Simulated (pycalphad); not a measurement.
Source of the numbers: pycalphad with the COST 507 light-alloy database (1999); pressure 1 atm. No gas phase is included, though pure Mg would boil below 1650 K. These are 1990s assessments: newer ones move some temperatures and phases. Kinetics are ignored, which matters at the lower temperatures.

Q: How does the equilibrium phase assembly of Si-65.62Mg (at.%) change on cooling from 1650 K to 350 K?

A: 
```tsv
T (K)	phases above	phases below
1349.1	LIQUID	LIQUID + MG2SI
1216.7	LIQUID + MG2SI	DIAMOND_A4 + MG2SI
```
Changes were sought between steps of 25 K, so a narrower field can be missed.

Database names, with the compositions (at.%) that they take in these runs: MG2SI: Mg 67 Si 33. DIAMOND_A4 is diamond (Si).
